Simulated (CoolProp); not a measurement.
Vapour-liquid equilibrium of ethane (1) + n-butane (2) at 60.7 kPa; x and y are mole fractions of (1).

Computed with CoolProp (multi-fluid Helmholtz-energy mixture model, Bücker 2006 and Bücker 2006; pair parameters Kunz 2012).

Give the bubble temperature and the first vapour's composition at x = 0.45, 0.65, 0.95. Is there an azeotrope?

x = 0.45: 189.5 K, y = 0.992; x = 0.65: 182.7 K, y = 0.997; x = 0.95: 176.4 K, y = 1.000. No azeotrope shows between x = 0.05 and 0.95.

Pair parameters are fitted to limited data, so mixtures are less certain than the pure fluids. The gap from Raoult's law changes sign with composition, which may be real or a fault of the pair parameters; it wasn't checked against measurements.
